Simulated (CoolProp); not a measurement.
Vapour-liquid equilibrium of dimethyl ether (1) + R236EA (2) at 10.05 °C; x and y are mole fractions of (1).

Computed with CoolProp (multi-fluid Helmholtz-energy mixture model, Wu 2011 and Rui 2013; pair parameters Bell 2016).

**Question.** Give the bubble pressure and the first vapour's composition at x = 0.05, 0.65, 0.85. Is there an azeotrope?

**Answer.** x = 0.05: 119.7 kPa, y = 0.061; x = 0.65: 220.6 kPa, y = 0.876; x = 0.85: 309.0 kPa, y = 0.975. No azeotrope shows between x = 0.05 and 0.95.

The pair parameters rest on a limited set of measurements; away from them the model extrapolates.
